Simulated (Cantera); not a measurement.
A perfectly stirred reactor is fed with 16.8 % CO, 20.2 % H₂, 13.2 % O₂, 49.7 % N₂, equivalence ratio 1.4, at 760 Torr; it is adiabatic with a 548 K inlet, and is followed from long to short residence time, starting on the burning branch (τ in s: 0.021, 0.013, 0.0079, 0.0049, 0.003, 0.0019, 0.0012, 0.00072, 0.00045, 0.00028, 0.00017, 0.00011, 6.6e-05).

Computed with Cantera and GRI-Mech 3.0 (53 species, 325 reactions).

x: mole fraction; the columns are a selection and need not sum to one.

```
τ (s)    T (K)    x CO    x H₂     x O₂  x H₂O    x N₂O      x NO       x O
-------  -----  ------  ------  -------  -----  -------  --------  --------
0.021     2435  0.0954  0.0316  0.00196  0.193  5.68e-8   0.00106  0.000751
0.013     2419  0.0958  0.0320  0.00243  0.192  5.47e-8  0.000938  0.000941
0.0079    2396  0.0964  0.0325  0.00312  0.190  5.24e-8  0.000780   0.00123
0.0049    2366  0.0972  0.0332        ?  0.187  5.01e-8         ?         ?
0.0030    2326  0.0981  0.0342  0.00522  0.184  4.81e-8  0.000446   0.00221
0.0019    2279  0.0991  0.0352  0.00658  0.180  4.66e-8  0.000316   0.00292
0.0012    2224   0.100  0.0365  0.00817  0.176  4.55e-8  0.000219   0.00382
0.00072   2152   0.101  0.0380   0.0101  0.171  4.49e-8  0.000150   0.00503
0.00045   2077   0.102  0.0394   0.0121  0.165  4.45e-8  0.000112   0.00631
0.00028   1994   0.102  0.0406   0.0142  0.159  4.42e-8   8.80e-5   0.00773
0.00017   1899   0.103  0.0417        ?  0.153  4.37e-8         ?         ?
0.00011   1812   0.103  0.0424   0.0190  0.148  4.31e-8   5.67e-5    0.0105
6.6e-5    1703   0.106  0.0430   0.0226  0.142  4.24e-8   4.14e-5    0.0118
```

Q: Fill in the missing entries.

A: 
- 0.0049, x O₂: 0.00402
- 0.0049, x NO: 0.000612
- 0.0049, x O: 0.00164
- 0.00017, x O₂: 0.0166
- 0.00017, x NO: 7.02e-5
- 0.00017, x O: 0.00927
